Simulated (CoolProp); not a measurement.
Vapour-liquid equilibrium of dimethyl ether (1) + R236EA (2) at 7.55 °C; x and y are mole fractions of (1).

Values from CoolProp's multi-fluid Helmholtz-energy mixture model, Wu 2011 and Rui 2013; pair parameters Bell 2016.

Q: Give the bubble pressure and the first vapour's composition at x = 0.05, 0.35, 0.65. Is there an azeotrope?

A: x = 0.05: 0.1084 MPa, y = 0.061; x = 0.35: 0.1292 MPa, y = 0.504; x = 0.65: 0.2025 MPa, y = 0.878. No azeotrope shows between x = 0.05 and 0.95.

Pair parameters are fitted to limited data, so mixtures are less certain than the pure fluids.
